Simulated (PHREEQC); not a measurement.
Consider water at 25 °C with 65 mmol/kgw NH4HF2, 0.95 mmol/kgw (NH4)2SiF6, 85 mmol/kgw H3PO4 and 0.6 mmol/kgw HCl. Closed to the air; pH follows from the charge balance.

Equilibrium calculation in PHREEQC: ion-association model, phreeqc.dat.

Precipitation was switched off in this run.

Task: Order these F species by the share of F that they hold, largest first: HF2-, F-, SiF6-2, HF.

Result: HF (76 %), F- (11 %), HF2- (8.8 %), SiF6-2 (4.2 %)

The pH is 2.23 and the ionic strength 0.0749 mol/kgw. Species that the database lacks are ignored. SiF6-2 is the database's only silicon fluoride.
